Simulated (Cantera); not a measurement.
## Stirred combustor or abatement burner

A perfectly stirred reactor is fed with C3H8 : O2 : N2 : H2 = 1 : 2.78 : 10.4 : 0.17 (molar parts), equivalence ratio 1.8, at 3750 Torr; it is adiabatic with a 350 K inlet, and is followed from long to short residence time, starting on the burning branch (τ in s: 0.03, 0.014, 0.0063, 0.0029, 0.0013, 0.00061, 0.00028, 0.00013, 5.9e-05, 2.7e-05, 1.3e-05, 5.7e-06).

Computed with Cantera and GRI-Mech 3.0 (53 species, 325 reactions). GRI-Mech 3.0 was tuned for natural gas; its chemistry of propane as a main component is partial and can be far from experiment.

```csv
τ (s),T (K),x C3H8,x O2,x CH4,x CO,x NO,x HCO,x NO2
0.030,1842,4.29e-6,0.000772,0.00741,0.105,1.12e-6,4.86e-8,5.56e-11
0.014,1842,8.71e-6,0.00136,0.00814,0.101,1.12e-6,7.25e-8,9.50e-11
0.0063,1834,1.87e-5,0.00239,0.00875,0.0978,1.05e-6,1.24e-7,1.55e-10
0.0029,1818,4.05e-5,0.00409,0.00931,0.0969,8.87e-7,2.30e-7,2.33e-10
0.0013,1785,9.72e-5,0.00725,0.0101,0.0981,6.26e-7,4.83e-7,3.27e-10
0.00061,1723,0.000268,0.0135,0.0117,0.102,3.08e-7,1.13e-6,4.01e-10
0.00028,350,0.0697,0.194,<1e-12,<1e-12,<1e-12,<1e-12,<1e-12
0.00013,350,0.0697,0.194,<1e-12,<1e-12,<1e-12,<1e-12,<1e-12
5.9e-5,350,0.0697,0.194,<1e-12,<1e-12,<1e-12,<1e-12,<1e-12
2.7e-5,350,0.0697,0.194,<1e-12,<1e-12,<1e-12,<1e-12,<1e-12
1.3e-5,350,0.0697,0.194,<1e-12,<1e-12,<1e-12,<1e-12,<1e-12
5.7e-6,350,0.0697,0.194,<1e-12,<1e-12,<1e-12,<1e-12,<1e-12
```
x: mole fraction; the columns are a selection and need not sum to one.
